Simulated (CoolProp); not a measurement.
The numbers come from the reference Helmholtz-energy equation of state, Lemmon 2006 in CoolProp. It is a short technical equation, of lower accuracy than the large ones.

Task: For hydrogen sulfide, give the phase and the cv (kJ/(kg K)), speed of sound (m/s), Joule-Thomson coefficient (K/MPa), viscosity (µPa s) at 95.65 °C and 0.101 MPa; 161.35 °C and 0.101 MPa; 183.25 °C and 0.101 MPa.

Result: 
- 95.65 °C and 0.101 MPa: gas; cv 0.787, speed of sound 343, Joule-Thomson coefficient 10.7, viscosity 15.1
- 161.35 °C and 0.101 MPa: gas; cv 0.816, speed of sound 371, Joule-Thomson coefficient 7.49, viscosity 17.7
- 183.25 °C and 0.101 MPa: gas; cv 0.827, speed of sound 379, Joule-Thomson coefficient 6.74, viscosity 18.6

Viscosity comes from a separate model (Quiñones-Cisneros 2012).
